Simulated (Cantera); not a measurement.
A Cantera script and what it prints.

```python
import numpy as np
import cantera as ct

gas_names = """
    H HO2 H2 H2O H2O2 H2S H2SO4 O OH O2 O3 S SH SO SO2 SO3 S2 S2O S8
""".split()
cond_names = """
    H2O(s) H2O(L) H2SO4(L) S(cr1) S(cr2) S(L)
""".split()


def load(file, names, dense=False):
    # The tables refer to 1 bar. Condensed volumes are neglected.
    table = {s.name: s for s in ct.Species.list_from_file(file)}
    out = []
    for n in names:
        d = dict(table[n].input_data)
        d["thermo"] = dict(d["thermo"], **{"reference-pressure": 1e5})
        if dense:
            d["equation-of-state"] = {"model": "constant-volume", "density": "1e6 g/cm^3"}
        out.append(ct.Species.from_dict(d))
    return out


gas = ct.Solution(thermo="ideal-gas", species=load("nasa_gas.yaml", gas_names))
cond = {s.name: ct.Solution(thermo="fixed-stoichiometry", species=[s], name=s.name)
        for s in load("nasa_condensed.yaml", cond_names, dense=True)}
atoms = {
    'H2O': {'H': 2, 'O': 1},
    'SO2': {'S': 1, 'O': 2},
    'O2': {'O': 2},
}
top_T = {}  # K; cautious upper limits of use, not melting points


def equilibrate(T, P, feed):
    n = {}
    for name, mol in feed.items():
        for a, k in atoms[name].items():
            n[a] = n.get(a, 0.0) + k * mol
    gas.TPX = T, P, n
    mass = sum(n.values()) * gas.mean_molecular_weight
    gas.equilibrate("TP")
    valid = [c for c in cond.values() if c.min_temp <= T <= top_T.get(c.name, c.max_temp)]
    mix = ct.Mixture([(gas, mass / gas.mean_molecular_weight)] + [(c, 0.0) for c in valid])
    mix.T, mix.P = T, P
    mix.equilibrate("TP", solver="vcs", rtol=1e-11, max_steps=5000)
    return mix


results = []
feed = {'H2O': 1, 'SO2': 0.0048, 'O2': 0.56}  # mol
T = 2675  # K
P = 1333.22  # Pa
mix = equilibrate(T, P, feed)
results.append((T, P, feed, dict(zip(mix.species_names, mix.species_moles))))
x = sorted(zip(gas.X, gas.species_names), reverse=True)
print(f"T = {T:g} K  P = {P:g} Pa  gas = {mix.phase_moles(0):.4g} mol")
print("   x: " + "  ".join(f"{s} {v:.3e}" for v, s in x if v > 0.001))
print("   condensed (mol): " + ("  ".join(f"{mix.phase(i).name} {mix.phase_moles(i):.4g}"
      for i in range(1, mix.n_phases) if mix.phase_moles(i) > 1e-12) or "none"))
```

It prints:

```
T = 2675 K  P = 1333.22 Pa  gas = 2.019 mol
   x: H2O 3.022e-01  O2 2.413e-01  O 1.381e-01  OH 1.277e-01  H 1.184e-01  H2 7.001e-02  SO2 1.872e-03
   condensed (mol): none
```

Equilibrium computed with Cantera from the NASA thermochemical tables; the gas is ideal and each condensed phase is pure.
